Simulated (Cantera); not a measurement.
Input: 1 mol CHF3, 0.36 mol H2, at 2400 K.

Method: chemical equilibrium by Gibbs-energy minimisation in Cantera with the NASA 1993 tables (ideal gas, pure condensed phases). Candidate condensed phases: C, C6H6, C7H8, C8H18; 95 gas species. Kinetics and transport are ignored.

At 1.40 mbar, list the 4 most abundant gas species with their mole fractions, and the condensed phases.

HF 0.596, F 0.353, CF2 0.0412, CF 0.00837. Condensed: C(graphite).
